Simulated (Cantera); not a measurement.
A freely propagating, adiabatic, planar premixed flame of CH4 : H2 : O2 : N2 = 1 : 0.84 : 3.14 : 11.8 (molar parts), unburnt at 723 K and 5.20 bar; multicomponent transport, grid criteria slope 0.08 and curve 0.16, no radiation.

Detailed kinetics in Cantera: GRI-Mech 3.0 (53 species, 325 reactions). Burning velocities carry a grid error of a few per cent, more on coarse grids.

Predict: laminar burning velocity; thermal thickness; peak x(C2H).


```
Quantity                      Value
------------------------  ---------
laminar burning velocity   128 cm/s
thermal thickness         0.0793 mm
peak x(C2H)                 6.10e-8
```
